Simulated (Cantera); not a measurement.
Feed: 1 mol SiO₂, 0.24 mol N₂, at 1698 K and 1 atm.

These are equilibrium values from Cantera (NASA tables, ideal gas, pure condensed phases), not measurements of a reactor. Candidate condensed phases: Si, SiO₂, Si₂N₂O, Si₃N₄; 16 gas species. The tables hold silica as quartz up to 1696 K and as liquid above; real silica turns to tridymite and cristobalite and melts near 1996 K. Kinetics and transport are ignored.

Question: What is the equilibrium state?

Answer: 
| Property | Value |
|---|---|
| x(N₂) | 1.00 |
| n(SiO₂(condensed)) | 1.00 mol |
| gas amount | 0.2400 mol |
| log10 activity of Si(l) (absent) | -9.60 |
